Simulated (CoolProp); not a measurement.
A closed Brayton cycle with dry air: compressor inlet 327.15 K and 3.3 MPa, high pressure 6.62 MPa, turbine inlet 800 K, compressor efficiency 0.89, turbine efficiency 0.9, recuperator effectiveness 0.9 (on enthalpy, no pinch check). Each further row changes one setting.

Values from CoolProp's reference Helmholtz-energy equation of state, Lemmon 2000. It is a pseudo-pure fit of the blend.

```json
[
 {"case": "as stated", "thermal efficiency (%)": "?", "net work (kJ/kg)": "51.8", "compressor to turbine work": "0.61", "compressor exit (K)": "408.6", "turbine exit (K)": "678.5"},
 {"case": "turbine inlet 750 K", "thermal efficiency (%)": "28.5", "net work (kJ/kg)": "43.3", "compressor to turbine work": "?", "compressor exit (K)": "408.6", "turbine exit (K)": "634.9"},
 {"case": "compressor inlet 337.15 K", "thermal efficiency (%)": "30.0", "net work (kJ/kg)": "49.1", "compressor to turbine work": "0.63", "compressor exit (K)": "421.0", "turbine exit (K)": "678.5"},
 {"case": "high pressure 5.63 MPa", "thermal efficiency (%)": "?", "net work (kJ/kg)": "43.4", "compressor to turbine work": "0.59", "compressor exit (K)": "?", "turbine exit (K)": "705.1"},
 {"case": "recuperator effectiveness 0.5", "thermal efficiency (%)": "?", "net work (kJ/kg)": "51.8", "compressor to turbine work": "0.61", "compressor exit (K)": "408.6", "turbine exit (K)": "678.5"}
]
```

### Question
What belongs in the gaps?

### Answer

- as stated, thermal efficiency (%): 31.3
- turbine inlet 750 K, compressor to turbine work: 0.65
- high pressure 5.63 MPa, thermal efficiency (%): 30.9
- high pressure 5.63 MPa, compressor exit (K): 388.2
- recuperator effectiveness 0.5, thermal efficiency (%): 18.6
